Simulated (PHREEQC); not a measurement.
Dissolve 3.7 mmol/kgw NiCl2 and 0.45 mmol/kgw MnSO4 at 20 °C. Closed to the air; pH follows from the charge balance.

Model: ion-association model, wateq4f.dat, run in PHREEQC.

No solid was allowed to form.

### Question
Order these S species by the share of S that they hold, largest first: MnSO4, SO4-2, NiSO4.

### Answer
SO4-2 (77 %), NiSO4 (21 %), MnSO4 (2.2 %)

The pH is 6.32 and the ionic strength 0.0124 mol/kgw.
